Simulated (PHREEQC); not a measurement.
A made-up water analysis in mg/L, 25 °C, pH 8.69, pe 11:

```json
[
 {"constituent": "Na", "mg/L": "4.81"},
 {"constituent": "K", "mg/L": "17.8"},
 {"constituent": "Ca", "mg/L": "10.6"},
 {"constituent": "Mg", "mg/L": "3.34"},
 {"constituent": "Cl", "mg/L": "11.9"},
 {"constituent": "S(6) as SO4", "mg/L": "26.4"},
 {"constituent": "Alkalinity as HCO3", "mg/L": "37"},
 {"constituent": "B", "mg/L": "0.0225"},
 {"constituent": "Zn", "mg/L": "2.9"},
 {"constituent": "N(5) as NO3", "mg/L": "0.834"}
]
```

Valence states are taken as typed.

The numbers come from PHREEQC with the ion-association model, phreeqc.dat.

### Question
The ionic strength comes out as 0.00209 mol/kgw. What activity coefficients do K+, Zn+2, Cl-, Na+, CO3-2 get?

### Answer
K+ 0.95, Zn+2 0.82, Cl- 0.95, Na+ 0.95, CO3-2 0.82.

Precipitation was switched off in this run. The solution is supersaturated, for example in Zn(OH)2(e), so a real one may precipitate; this is no full list. The database's zinc carbonate complexes are estimates, stronger than later reviews accept.
